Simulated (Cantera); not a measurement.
A closed system holds: 1 mol H2S, 0.89 mol H2, at 3500 K.

These are equilibrium values from Cantera (NASA tables, ideal gas, pure condensed phases), not measurements of a reactor. Candidate condensed phases: S; 7 gas species. The ideal-gas law is rough above about 30 bar. Kinetics and transport are ignored.

Question: At 57.0 bar, list the 4 most abundant gas species with their mole fractions, and the condensed phases.

Answer: H2 0.616, SH 0.112, S2 0.0927, H2S 0.0815. Condensed: gas only.
